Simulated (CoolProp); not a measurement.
A single-stage vapour-compression cycle with R134a: evaporating at 243.15 K (dew point), condensing at 302.15 K (bubble point), superheat 10 K, subcooling 0 K, compressor efficiency 0.65, no pressure losses. Each further row changes one setting.

Model: reference Helmholtz-energy equation of state, Tillner-Roth 1994, in CoolProp.

```csv
case,cooling COP,pressure ratio,discharge temperature (K),refrigerating effect (kJ/kg),volumetric capacity (kJ/m³)
as stated,2.02,8.87,348.6,148,625
evaporating temperature 248.15 K,2.31,7.03,344.1,151,794
condensing temperature 297.15 K,2.29,7.65,341.9,155,655
subcooling 5 K,2.12,8.87,348.6,155,655
superheat 20 K,2.04,8.87,359.7,156,630
compressor efficiency 0.55,1.71,8.87,361.8,148,625
```
